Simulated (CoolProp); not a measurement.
Saturated liquid density (kg/m³) of c-C4F8 (RC318): the reference equation beside estimates from Tc = 388.4 K, pc = 2.778 MPa, ω = 0.355. Rackett uses Z = 0.29056 − 0.08775 ω.

Computed with CoolProp (reference Helmholtz-energy equation of state, Platzer 1990). This equation is an older, rougher fit; its heat capacities, sound speeds and derivatives of the liquid may be far off and weren't checked against measurements.

```csv
T (K),reference,Rackett,Redlich-Kwong,Peng-Robinson
253,1664,1801,1494,1775
262,1633,1766,1461,1743
271,1601,1730,1427,1708
280,1569,1693,1391,1671
289,1534,1655,1353,1631
298.1,1498,1614,1313,1587
307.1,1461,1573,1271,1540
316.1,1422,1528,1226,1489
325.1,1380,1482,1178,1433
334.1,1335,1431,1126,1371
343.1,1286,1377,1070,1302
352.2,1231,1316,1007,1223
361.2,1167,1247,936.9,1132
370.2,1090,1164,855.3,1023
379.2,983.2,1054,751.8,882.7
```

Absolute difference from the reference over all 15 rows, mean and median: Rackett 7.5 and 7.5 %, Redlich-Kwong 14.9 and 13.8 %, Peng-Robinson 5.1 and 5.9 %.
